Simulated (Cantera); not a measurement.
A perfectly stirred reactor is fed with 7.93 % CH4, 19.3 % O2, 72.7 % N2, equivalence ratio 0.82, at 3.20 bar; it is adiabatic with a 650 K inlet, and is followed from long to short residence time, starting on the burning branch (τ in s: 0.065, 0.036, 0.02, 0.011, 0.0062, 0.0035, 0.0019, 0.0011, 0.0006, 0.00033, 0.00018, 0.0001, 5.7e-05).

Detailed kinetics in Cantera: GRI-Mech 3.0 (53 species, 325 reactions).

Q: Predict: blow-out, bracketed by the residence times tried; x(CH4) at τ = 65.0 ms; x(O2) at τ = 65.0 ms; x(HO2) at τ = 65.0 ms; x(NO) at τ = 65.0 ms; x(CH4) at τ = 1.90 ms; x(O2) at τ = 1.90 ms; x(HO2) at τ = 1.90 ms; x(NO) at τ = 1.90 ms.

A: 
| Quantity | Result |
|---|---|
| blow-out, bracketed by the residence times tried | burning at 57.0 µs, the shortest tried |
| x(CH4) at τ = 65.0 ms | 1.48e-6 |
| x(O2) at τ = 65.0 ms | 0.0339 |
| x(HO2) at τ = 65.0 ms | 3.18e-6 |
| x(NO) at τ = 65.0 ms | 0.00263 |
| x(CH4) at τ = 1.90 ms | 3.25e-5 |
| x(O2) at τ = 1.90 ms | 0.0365 |
| x(HO2) at τ = 1.90 ms | 4.82e-6 |
| x(NO) at τ = 1.90 ms | 0.000305 |
